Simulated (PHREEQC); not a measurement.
Dissolve 0.00013 mol/kgw TMAH, 0.00011 mol/kgw K2SO4 and 0.0016 mol/kgw H3BO3 at 91 °C. Closed to the air; pH follows from the charge balance.

All values are PHREEQC results (ion-association model, wateq4f.dat), not measurements.

This is a speciation only: nothing precipitates in the calculation.

**Question.** Predict the pH, ionic strength.

**Answer.** pH 7.67; ionic strength 0.000459 mol/kgw.

**Question.** In which forms is B present?

**Answer.** H3BO3 93 %, H2BO3- 7.0 % of the B.

(CH3)4N+ isn't in the database: it is added as a free cation with an ion size of 4 Å. At this temperature some constants are extrapolated from 25 °C, and those without enthalpy data are left unchanged.
